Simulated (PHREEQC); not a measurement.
## Acid rinse or clean: speciation

Solution (25 °C): 0.02 mol HNO3 and 0.052 mol NaCl per kg of water. Closed to the air; pH follows from the charge balance.

Model: ion-association model, wateq4f.dat, run in PHREEQC.

Each row changes one thing in this solution. Precipitation was switched off in this run.

| case | pH | ionic strength (mol/kgw) |
|---|---|---|
| as made | 1.77 | 0.0720 |
| temperature from 25 to 45 °C | 1.78 | 0.0720 |
| HNO3 left out | 6.99 | 0.0520 |
| temperature from 25 to 20 °C | 1.77 | 0.0720 |
| diluted 5-fold with water | 2.44 | 0.0144 |
| NaCl replaced by NaF at the same molality | 3.35 | 0.0519 |
| diluted 10-fold with water | 2.73 | (withheld) |
| HNO3 from 0.02 to 0.1 mol/kgw | 1.09 | (withheld) |
| 0.0065 mol/kgw NiSO4 added | 1.83 | (withheld) |

Question: Fill in the missing entries.

Answer: 
- diluted 10-fold with water, ionic strength (mol/kgw): 0.00720
- HNO3 from 0.02 to 0.1 mol/kgw, ionic strength (mol/kgw): 0.152
- 0.0065 mol/kgw NiSO4 added, ionic strength (mol/kgw): 0.0899

Species that the database lacks are ignored. At this temperature some constants are extrapolated from 25 °C, and those without enthalpy data are left unchanged.
